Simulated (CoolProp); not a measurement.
Vapour-liquid equilibrium of ethylbenzene (1) + o-xylene (2) at 0.00109 MPa; x and y are mole fractions of (1).

Computed with CoolProp (multi-fluid Helmholtz-energy mixture model, Zhou 2012 and Zhou 2012; pair parameters Bell 2016).

Task: Give the bubble temperature and the first vapour's composition at x = 0.125, 0.275, 0.95. Is there an azeotrope?

Result: x = 0.125: 300.6 K, y = 0.172; x = 0.275: 299.5 K, y = 0.358; x = 0.95: 295.6 K, y = 0.962. No azeotrope shows between x = 0.05 and 0.95.

Pair parameters are fitted to limited data, so mixtures are less certain than the pure fluids.
